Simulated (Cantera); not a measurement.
A closed system holds: 1 mol trisilylamine, 16 mol N2, 0.83 mol H2, at 133 Pa.

Cantera equilibrium calculation (NASA polynomials, part measured and part estimated; ideal gas, pure solids and liquids). Candidate condensed phases: Si, Si3N4; 18 gas species. The feed counts by its element totals alone. Gases not in the tables: Si2H6 and higher silanes. Kinetics and transport are ignored.

Task: Which condensed phases are stable at each of these points (T (K)): 950, 1100, 1250, 1400, 1550, 1700, 1850?

Result: 
| T (K) | condensed phases | Si condensed (%) |
|---|---|---|
| 950 | Si3N4(s) | 100.0 |
| 1100 | Si3N4(s) | 100.0 |
| 1250 | Si3N4(s) | 100.0 |
| 1400 | Si3N4(s) | 100.0 |
| 1550 | Si3N4(s) | 100.0 |
| 1700 | Si(l) | 99.6 |
| 1850 | Si(l) | 96.1 |

From 950 K to 1550 K the condensed part is Si3N4(s). From 1700 K to 1850 K the condensed part is Si(l).
